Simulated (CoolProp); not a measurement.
Values from CoolProp's reference Helmholtz-energy equation of state, Lemmon 2006. It is a short technical equation, of lower accuracy than the large ones.

Problem. Give the vapour pressure (MPa), liquid density (kg/m³), liquid cp (kJ/(kg K)), liquid conductivity (mW/(m K)) of saturated n-decane at 255.35 °C.

Solution. 
```tsv
T (°C)	p (MPa)	liquid density (kg/m³)	liquid cp (kJ/(kg K))	liquid conductivity (mW/(m K))
255.35	0.554	518	3.21	80.9
```

Thermal conductivity comes from a separate model (Huber 2005).
